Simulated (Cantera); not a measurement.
Mixture: 9.37 % CH4, 1.69 % C2H6, 17.6 % O2, 66.2 % N2, 5.15 % H2O, equivalence ratio 1.4, at 750 Torr, adiabatic and at constant pressure. Ignition delay is the time to a rise of 400 K.

Model: GRI-Mech 3.0 (53 species, 325 reactions), integrated in Cantera.

Task: Predict: delay at 1075 K; delay at 1275 K; delay at 1475 K; delay at 1675 K; delay at 1875 K; apparent activation energy between 1675 and 1875 K.

Result: 
* **delay at 1075 K**: 23.3 ms
* **delay at 1275 K**: 1.55 ms
* **delay at 1475 K**: 0.268 ms
* **delay at 1675 K**: 62.5 µs
* **delay at 1875 K**: 21.8 µs
* **apparent activation energy between 1675 and 1875 K**: 140 kJ/mol
